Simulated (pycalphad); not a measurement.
Computed with pycalphad from the COST 507 light-alloy database (1999), at 1 atm. These are 1990s assessments: newer ones move some temperatures and phases. Amounts are mole fractions of atoms.

Problem. Give the equilibrium state of Sn-50.87Si (wt.%) at 637 °C.

Solution. diamond (Si), fraction 0.814, with >99.99 Si wt.%; liquid, fraction 0.186, with 0.03 Si wt.%.
